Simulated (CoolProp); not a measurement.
A Linde-Hampson liquefier for nitrogen: isothermal reversible compression at 280 K from 1 atm to 30 MPa, throttling to 1 atm, return gas leaving the recuperator 0 K below the feed. Each further row changes one setting.

Computed with CoolProp (reference Helmholtz-energy equation of state, Span 2000).

```csv
case,liquid yield per pass,compression work (kJ/kg of gas)
as stated,___,474
high pressure 60 MPa,___,___
warm-end temperature 310 K,0.080,___
warm-end gap 5 K,0.098,474
```

Question: Some entries are withheld; supply them.

Answer: 
- as stated, liquid yield per pass: 0.109
- high pressure 60 MPa, liquid yield per pass: 0.101
- high pressure 60 MPa, compression work (kJ/kg of gas): 549
- warm-end temperature 310 K, compression work (kJ/kg of gas): 529
